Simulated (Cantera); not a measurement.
**Equilibrium for chlorosilane synthesis and conversion: Si + H2 + HCl**

Feed: 1 mol Si, 0.76 mol H2, 2.2 mol HCl, at 700 °C.

Method: chemical equilibrium by Gibbs-energy minimisation in Cantera with the NASA 1993 tables (ideal gas, pure condensed phases). Candidate condensed phases: Si; 19 gas species. The tables' values for SiCl3 are old estimates; treat these amounts as uncertain. Kinetics and transport are ignored.

| P (Pa) | log p H2 | log p SiCl4 | log p SiHCl3 | log p HCl | log p SiH2Cl2 | log p SiCl3 | log p SiCl2 | n Si(s) |
|---|---|---|---|---|---|---|---|---|
| 10000 | -1.13 | -1.72 | -2.34 | -2.76 | -3.93 | -3.69 | -4.20 | 0.429 |
| 31000 | -0.64 | -1.25 | -1.74 | -2.40 | -3.21 | -3.33 | -3.96 | 0.419 |
| 98000 | -0.14 | -0.78 | -1.13 | -2.03 | -2.47 | -2.98 | -3.72 | 0.406 |
| 310000 | 0.36 | -0.31 | -0.53 | -1.67 | -1.74 | -2.63 | -3.49 | 0.391 |
| 960000 | 0.84 | 0.14 | 0.04 | -1.31 | -1.03 | -2.29 | -3.26 | 0.374 |
| 3000000 | 1.33 | 0.57 | 0.62 | -0.96 | -0.32 | -1.96 | -3.05 | 0.353 |
log p: log10 of the partial pressure in bar; n: condensed amount in mol.

From 10000 Pa to 3000000 Pa the condensed part is Si(s). The main Si-bearing gas is SiCl4 at 10000 Pa and SiHCl3 at 3000000 Pa. The share of Si in condensed phases is highest at 10000 Pa (42.9 %) and lowest at 3000000 Pa (35.3 %).
